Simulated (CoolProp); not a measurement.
Values from CoolProp's reference Helmholtz-energy equation of state, Zhou 2011.

Task: For dimethyl carbonate, give the phase and the density (kg/m³), cv (kJ/(kg K)), Joule-Thomson coefficient (K/MPa), isothermal compressibility (1/MPa) at 309.95 °C and 0.736 MPa.

Result: 
- 309.95 °C and 0.736 MPa: gas; density 14.3, cv 1.75, Joule-Thomson coefficient 6.20, isothermal compressibility 1.43
